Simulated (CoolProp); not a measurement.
The numbers come from the reference Helmholtz-energy equation of state, Gao 2022 in CoolProp.

Q: Give the vapour pressure (MPa), liquid density (kg/m³), vapour density (kg/m³), liquid cp (kJ/(kg K)) of saturated n-perfluorohexane at 249.6 K.

A: 
| T (K) | p (MPa) | liquid density (kg/m³) | vapour density (kg/m³) | liquid cp (kJ/(kg K)) |
|---|---|---|---|---|
| 249.6 | 0.00204 | 1810 | 0.333 | 0.971 |
